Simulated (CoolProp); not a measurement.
A simple Rankine cycle with the fluoroketone C6F12O (FK-5-1-12): condensing at 311.15 K, boiler at 1.44 MPa, turbine inlet 443.1 K, turbine efficiency 0.7, pump efficiency 0.7, no recuperator. Each further row changes one setting.

Model: reference Helmholtz-energy equation of state, McLinden 2015, in CoolProp.

```json
[
 {"case": "as stated", "thermal efficiency (%)": "9.9", "net work (kJ/kg)": "19.6", "heat in (kJ/kg)": "198", "turbine exit temperature (K)": "406.0", "volume ratio over the turbine": "29.2"},
 {"case": "turbine inlet 463.1 K", "thermal efficiency (%)": "9.6", "net work (kJ/kg)": "21.2", "heat in (kJ/kg)": "222", "turbine exit temperature (K)": "428.4", "volume ratio over the turbine": "26.3"},
 {"case": "condensing temperature 303.15 K", "thermal efficiency (%)": "[?]", "net work (kJ/kg)": "[?]", "heat in (kJ/kg)": "207", "turbine exit temperature (K)": "403.5", "volume ratio over the turbine": "39.9"},
 {"case": "boiler pressure 1.01 MPa", "thermal efficiency (%)": "9.0", "net work (kJ/kg)": "18.5", "heat in (kJ/kg)": "205", "turbine exit temperature (K)": "[?]", "volume ratio over the turbine": "17.5"},
 {"case": "turbine efficiency 0.6", "thermal efficiency (%)": "8.4", "net work (kJ/kg)": "16.6", "heat in (kJ/kg)": "198", "turbine exit temperature (K)": "409.1", "volume ratio over the turbine": "29.5"}
]
```

### Question
What belongs in the gaps?

### Answer

- condensing temperature 303.15 K, thermal efficiency (%): 10.5
- condensing temperature 303.15 K, net work (kJ/kg): 21.8
- boiler pressure 1.01 MPa, turbine exit temperature (K): 414.2
